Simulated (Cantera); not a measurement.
# Reactions in the system C-Cl-Ti

Cantera with NASA thermochemical tables; ideal gases at 1 bar, condensed phases pure. Values are per mole of reaction as written; species without (g) are pure solids or liquids, kept so even where they would boil at 1 bar. TiC: taken at fixed stoichiometry.

C + 4 TiCl₃ ⇌ 3 TiCl₄(g) + TiC

| T (K) | ΔH° (kJ) | ΔS° (J/K) | ΔG° (kJ) | log10 K |
|---|---|---|---|---|
| 498 | 400.0 | 489.4 | 156.2 | -16.39 |
| 548 | 396.8 | 483.4 | 131.9 | -12.57 |
| 598 | 393.7 | 477.9 | 107.9 | -9.42 |
| 648 | 390.4 | 472.7 | 84.1 | -6.78 |
| 698 | 387.2 | 467.8 | 60.6 | -4.53 |
| 748 | 383.8 | 463.2 | 37.3 | -2.61 |
| 798 | 380.3 | 458.7 | 14.3 | -0.93 |
| 848 | 376.8 | 454.4 | -8.6 | 0.53 |
| 898 | 373.2 | 450.3 | -31.2 | 1.81 |
